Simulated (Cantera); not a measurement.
Charge: 1 mol Al, 0.61 mol HCl, 3.1 mol H2, at 1075 K and 0.100 bar.

Cantera equilibrium calculation (NASA polynomials, part measured and part estimated; ideal gas, pure solids and liquids). Candidate condensed phases: Al, AlCl3; 12 gas species. The tables' values for AlCl2 are old estimates; treat these amounts as uncertain. The numbers say what is thermodynamically allowed, not how fast it happens.

Base state: H2 0.926, AlCl3 0.0439, AlCl 0.0262, AlCl2 0.00393, HCl 0.000113 (mole fractions); condensed: Al(l).

**Question.** What changes in the equilibrium state with this change: Al replaced by AlCl3?

**Answer.** 
```json
[
 {"species": "H2", "before": "0.926", "after": "0.658"},
 {"species": "AlCl3", "before": "0.0439", "after": "0.212"},
 {"species": "HCl", "before": "0.000113", "after": "0.130"},
 {"species": "AlCl", "before": "0.0262", "after": "6.80e-8"},
 {"species": "AlCl2", "before": "0.00393", "after": "1.39e-5"},
 {"species": "Al2Cl6", "before": "7.33e-6", "after": "0.000171"},
 {"species": "Al(l), mol", "before": "0.728", "after": "0"}
]
```

**Question.** What changes in the equilibrium state with this change: temperature from 1075 K to 1723.15 K?

**Answer.** 
```json
[
 {"species": "H2", "before": "0.926", "after": "0.845"},
 {"species": "AlCl", "before": "0.0262", "after": "0.151"},
 {"species": "Al", "before": "7.00e-9", "after": "0.00320"},
 {"species": "AlCl3", "before": "0.0439", "after": "9.97e-7"},
 {"species": "AlH", "before": "2.59e-8", "after": "0.000525"},
 {"species": "H", "before": "4.47e-8", "after": "0.000531"},
 {"species": "Al(l), mol", "before": "0.728", "after": "0.377"}
]
```

**Question.** What changes in the equilibrium state with this change: temperature from 1075 K to 773.15 K?

**Answer.** 
| species | before | after |
|---|---|---|
| H2 | 0.926 | 0.945 |
| AlCl3 | 0.0439 | 0.0529 |
| Al2Cl6 | 7.33e-6 | 0.00174 |
| AlCl | 0.0262 | 7.53e-5 |
| AlCl2 | 0.00393 | 4.69e-5 |
| HCl | 0.000113 | 1.35e-6 |
| Al(l), mol | 0.728 | 0 |
| Al(s), mol | 0 | 0.796 |
